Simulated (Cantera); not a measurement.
Cantera with NASA thermochemical tables; ideal gases at 1 bar, condensed phases pure. Values are per mole of reaction as written; species without (g) are pure solids or liquids, kept so even where they would boil at 1 bar. VN: taken at fixed stoichiometry.

9 NO(g) + V2O5 = 2 VN + 7 NO2(g), with ΔH° = 534.1 kJ and ΔS° = -271.9 J/K at 300 K.

Task: How far is the shortcut ΔG° ≈ ΔH°(300 K) − T·ΔS°(300 K) from the full temperature-dependent value at 450, 550, 650, 750, 850, 950, 1050, 1150, 1250 K?

Result: 
```csv
T (K),shortcut (kJ),full (kJ),difference (kJ),difference in log10 K,condensed phases
450,656.5,658.4,-1.9,0.22,"V2O5(s), VN(s)"
550,683.7,688.2,-4.5,0.43,"V2O5(s), VN(s)"
650,710.9,718.6,-7.7,0.62,"V2O5(s), VN(s)"
750,738.1,749.4,-11.3,0.79,"V2O5(s), VN(s)"
850,765.3,780.5,-15.2,0.94,"V2O5(s), VN(s)"
950,792.5,812.2,-19.8,1.09,"V2O5(l), VN(s)"
1050,819.7,850.5,-30.9,1.53,"V2O5(l), VN(s)"
1150,846.9,889.0,-42.1,1.91,"V2O5(l), VN(s)"
1250,874.1,927.5,-53.4,2.23,"V2O5(l), VN(s)"
```
The shortcut ignores heat capacities and the phase changes listed.
